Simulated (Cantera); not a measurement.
Feed: 1 mol SiH2Cl2, 1.4 mol N2O, 1.2 mol N2, at 1173.15 K and 5.40 mbar.

Cantera equilibrium calculation (NASA polynomials, part measured and part estimated; ideal gas, pure solids and liquids). Candidate condensed phases: H2O, NH4Cl, Si, SiO2, Si2N2O, Si3N4; 47 gas species. Mutual solubility and eutectic melting of coexisting phases are not modelled. The tables' values for SiCl3 are old estimates; treat these amounts as uncertain. The tables hold silica as quartz up to 1696 K and as liquid above; real silica turns to tridymite and cristobalite and melts near 1996 K. The numbers say what is thermodynamically allowed, not how fast it happens.

Base state: N2 0.554, HCl 0.418, H2 0.0191, SiCl4 0.00943, SiCl3 0.000114, SiCl2 1.36e-5, SiHCl3 1.00e-5 (mole fractions); condensed: SiO2(β-quartz) + Si2N2O(s).

**Question.** What changes in the equilibrium state with this change: pressure from 5.40 mbar to 17.0 Pa?

**Answer.** 
```tsv
species	before	after
N2	0.554	0.551
HCl	0.418	0.428
H2	0.0191	0.0136
SiCl4	0.00943	0.00643
SiCl2	1.36e-5	0.000201
Cl	4.26e-6	2.91e-5
SiCl3	0.000114	0.000362
SiHCl3	1.00e-5	4.78e-6
SiO2(β-quartz), mol	0.614	0.610
Si2N2O(s), mol	0.172	0.179
```
